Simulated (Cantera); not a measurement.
A Cantera script and what it prints.

```python
import numpy as np
import cantera as ct

gas_names = """
    CS2 Na
""".split()
cond_names = """
    Na2S(1) Na2S(2) Na2S(L) C(gr)
""".split()


# ... load() reads the species with a 1 bar reference pressure and builds the phases ...
species = {s.name: s for s in load("nasa_gas.yaml", gas_names) + load("nasa_condensed.yaml", cond_names)}
# Each term lists the table entries of one substance; the one whose range holds T is used.
reactions = {
    '2 Na2S + C = CS2(g) + 4 Na(g)':
        [(-2, ['Na2S(1)', 'Na2S(2)', 'Na2S(L)']), (-1, ['C(gr)']), (1, ['CS2']), (4, ['Na'])],
}


def pick(names, T):
    return next(species[n] for n in names if species[n].thermo.min_temp <= T <= species[n].thermo.max_temp)


results = []
for label, terms in reactions.items():
    print(label)
    print("     T/K   dH/kJ  dS/(J/K)   dG/kJ   log10 K")
    for T in [773, 873, 973, 1073, 1173, 1273, 1373, 1473, 1573, 1673, 1773]:
        used = [(nu, pick(names, T)) for nu, names in terms]
        dH = sum(nu * s.thermo.h(T) for nu, s in used) / 1e6
        dS = sum(nu * s.thermo.s(T) for nu, s in used) / 1e3
        dG = dH - T * dS / 1e3
        logK = -dG * 1e6 / (ct.gas_constant * T * np.log(10))
        results.append((label, T, dH, dS, dG, logK, [s.name for _, s in used]))
        print(f"{T:8g} {dH:8.1f} {dS:8.1f} {dG:8.1f} {logK:8.2f}")
```

It prints:

```
2 Na2S + C = CS2(g) + 4 Na(g)
     T/K   dH/kJ  dS/(J/K)   dG/kJ   log10 K
     773   1253.8    606.4    785.0   -53.05
     873   1247.8    599.1    724.8   -43.37
     973   1241.5    592.3    665.2   -35.71
    1073   1234.6    585.6    606.3   -29.52
    1173   1222.6    574.9    548.2   -24.41
    1273   1199.7    556.2    491.6   -20.17
    1373   1179.8    541.1    436.8   -16.62
    1473   1128.5    505.6    383.8   -13.61
    1573   1122.2    501.5    333.4   -11.07
    1673   1115.9    497.6    283.5    -8.85
    1773   1109.6    493.9    233.9    -6.89
```

Standard-state values (1 bar) from the NASA 1993 polynomials, evaluated with Cantera. Condensed species are held in their standard states even where they would react or evaporate.
